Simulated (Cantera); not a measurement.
Stirred combustor or abatement burner

A perfectly stirred reactor is fed with CH4 : H2 : O2 : N2 = 1 : 0.041 : 1.55 : 8.24 (molar parts), at 0.987 atm; it is adiabatic with a 823 K inlet, and is followed from long to short residence time, starting on the burning branch (τ in s: 0.095, 0.04, 0.017, 0.0069, 0.0029, 0.0012, 0.0005, 0.00021, 8.8e-05, 3.7e-05).

Computed with Cantera and GRI-Mech 3.0 (53 species, 325 reactions).

```
τ (s)    T (K)     x CH4     x H2      x O2    x CO   x H2O2     x CH3
-------  -----  --------  -------  --------  ------  -------  --------
0.095     2134   1.77e-5   0.0347  0.000110  0.0486  6.58e-9   1.13e-5
0.040     2127   2.46e-5   0.0347  0.000194  0.0485  1.06e-8   1.77e-5
0.017     2118   3.53e-5   0.0347  0.000341  0.0486  1.65e-8   2.74e-5
0.0069    2104   5.57e-5   0.0347  0.000611  0.0486  2.53e-8   4.46e-5
0.0029    2088   9.47e-5   0.0348   0.00106  0.0488  3.64e-8   7.48e-5
0.0012    2067  0.000180   0.0349   0.00185  0.0493  5.07e-8  0.000136
0.00050   2040  0.000379   0.0350   0.00336  0.0504  7.08e-8  0.000267
0.00021   1996  0.000939   0.0352   0.00686  0.0531  1.13e-7  0.000588
8.8e-5     823    0.0923  0.00379     0.143  <1e-12   <1e-12  1.50e-12
3.7e-5     823    0.0923  0.00379     0.143  <1e-12   <1e-12    <1e-12
```
x: mole fraction; the columns are a selection and need not sum to one.
